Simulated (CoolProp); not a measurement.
Octamethylcyclotetrasiloxane (D4) at several states: density (kg/m³) from the reference equation and from simpler models built on Tc = 586.5 K, pc = 1.347 MPa, ω = 0.598; each cubic takes its own stable root.

Computed with CoolProp (reference Helmholtz-energy equation of state, Thol 2015).

```json
[
 {"T (K)": "611.6", "p (MPa)": "0.0572", "phase": "gas", "reference": "3.380"},
 {"T (K)": "399.8", "p (MPa)": "1.03", "phase": "liquid", "reference": "833.5"},
 {"T (K)": "297.1", "p (MPa)": "4.57", "phase": "liquid", "reference": "958.3"},
 {"T (K)": "312.4", "p (MPa)": "0.0747", "phase": "liquid", "reference": "934.5"},
 {"T (K)": "361.2", "p (MPa)": "0.592", "phase": "liquid", "reference": "878.8"},
 {"T (K)": "510.5", "p (MPa)": "0.0481", "phase": "gas", "reference": "3.435"}
]
```

How far does each simpler model (van der Waals, Redlich-Kwong, Soave-Redlich-Kwong, Peng-Robinson) lie from the reference over these 6 states: mean and median of the absolute difference, and the worst?


- van der Waals: mean 28.4 %, median 41.8 %, worst -43.6 % at 312.4 K and 0.0747 MPa
- Redlich-Kwong: mean 10.7 %, median 15.7 %, worst -16.4 % at 312.4 K and 0.0747 MPa
- Soave-Redlich-Kwong: mean 7.0 %, median 9.4 %, worst -11.6 % at 297.1 K and 4.57 MPa
- Peng-Robinson: mean 0.9 %, median 0.7 %, worst +2.6 % at 399.8 K and 1.03 MPa
